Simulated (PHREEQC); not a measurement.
Solution (25 °C): 0.12 mol/kgw NH3. Closed to the air; pH follows from the charge balance.

Model: ion-association model, phreeqc.dat, run in PHREEQC.

No solid was allowed to form.

Q: Estimate the pH, ionic strength.

A: pH 11.16; ionic strength 0.00152 mol/kgw.

Q: In which forms is N present?

A: NH3 99 %, NH4+ 1.3 % of the N.

Complexes and solids missing from the database can't appear.
